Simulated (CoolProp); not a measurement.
Vapour-liquid equilibrium of nitrogen (1) + methane (2) at 411 kPa; x and y are mole fractions of (1).

The numbers come from the multi-fluid Helmholtz-energy mixture model, Span 2000 and Setzmann 1991; pair parameters Kunz 2012 in CoolProp.

| x | bubble temperature, mixture model (°C) | bubble temperature, Raoult's law (°C) | y, mixture model | y, Raoult's law |
|---|---|---|---|---|
| 0.05 | -150.5 | -148.3 | 0.433 | 0.387 |
| 0.125 | -159.9 | -155.9 | 0.724 | 0.665 |
| 0.2 | -165.6 | -161.2 | 0.836 | 0.798 |
| 0.275 | -169.3 | -165.2 | 0.888 | 0.870 |
| 0.35 | -171.7 | -168.3 | 0.917 | 0.912 |
| 0.425 | -173.6 | -170.9 | 0.935 | 0.939 |
| 0.5 | -175.0 | -173.0 | 0.948 | 0.957 |
| 0.575 | -176.2 | -174.8 | 0.958 | 0.970 |
| 0.65 | -177.3 | -176.3 | 0.967 | 0.979 |
| 0.725 | -178.2 | -177.7 | 0.974 | 0.986 |
| 0.8 | -179.1 | -178.9 | 0.981 | 0.991 |
| 0.875 | -180.1 | -180.0 | 0.988 | 0.995 |
| 0.95 | -181.0 | -181.0 | 0.995 | 0.998 |

The largest gap from Raoult's law is -4.4 K in bubble temperature, at x = 0.2. No azeotrope shows between x = 0.05 and 0.95.

Pair parameters are fitted to limited data, so mixtures are less certain than the pure fluids.
